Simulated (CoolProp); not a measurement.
Aqueous calcium chloride as a coolant, 9 % by mass, freezing at -5.0 °C, 1 atm.

Values from CoolProp's Melinder's fits for secondary coolants.

| T (°C) | viscosity (mPa s) | Prandtl number | density (kg/m³) | cp (kJ/(kg K)) |
|---|---|---|---|---|
| -1.7 | 2.29 | [?] | 1080 | [?] |
| 5.7 | 1.83 | 11.8 | 1078 | 3.637 |
| 13.1 | 1.49 | [?] | [?] | [?] |
| 20.4 | [?] | 7.78 | 1076 | 3.664 |
| 27.8 | 1.06 | 6.51 | [?] | 3.679 |
| 35.2 | 0.917 | 5.53 | 1072 | [?] |

**Question.** What belongs in the gaps?

**Answer.** 
- -1.7, Prandtl number: 15.0
- -1.7, cp (kJ/(kg K)): 3.625
- 13.1, Prandtl number: 9.45
- 13.1, density (kg/m³): 1077
- 13.1, cp (kJ/(kg K)): 3.650
- 20.4, viscosity (mPa s): 1.25
- 27.8, density (kg/m³): 1075
- 35.2, cp (kJ/(kg K)): 3.695
